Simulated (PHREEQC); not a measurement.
Make-up at 62 °C: 0.016 mol/kgw Cu(NO3)2, 0.007 mol/kgw HCl and 0.00073 mol/kgw FeCl3. Closed to the air; pH follows from the charge balance.

All values are PHREEQC results (ion-association model, wateq4f.dat), not measurements.

No solid was allowed to form.

Task: Predict the pH.

Result: pH 2.19.

Task: In which forms is Cu present?

Result: Cu+2 95 %, CuCl+ 4.8 % of the Cu.

Examples of supersaturated solids here: Hematite (slow to form), Goethite (slow to form). Others may be too. Constants without temperature data keep their 25 °C values here.
